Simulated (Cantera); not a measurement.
An isothermal, constant-pressure homogeneous reactor starts with NO : N2 : H2O = 1 : 0.57 : 0.13 (molar parts), at 1875 K and 2000 Pa.

Detailed kinetics in Cantera: GRI-Mech 3.0 (53 species, 325 reactions). Radical loss at walls, strong at low pressure, is not modelled.

Q: Predict: x(NO) at 20.0 s; x(N2) at 20.0 s; x(O2) at 20.0 s; x(NO2) at 20.0 s; x(N2O) at 20.0 s.

A: 
```json
{
  "x(NO) at 20.0 s": "0.352 (gas-phase equilibrium 0.00558)",
  "x(N2) at 20.0 s": "0.453 (gas-phase equilibrium 0.626)",
  "x(O2) at 20.0 s": "0.117 (gas-phase equilibrium 0.290)",
  "x(NO2) at 20.0 s": "7.88e-5 (gas-phase equilibrium 2.00e-6)",
  "x(N2O) at 20.0 s": "1.83e-5 (gas-phase equilibrium 4.00e-8)"
}
```
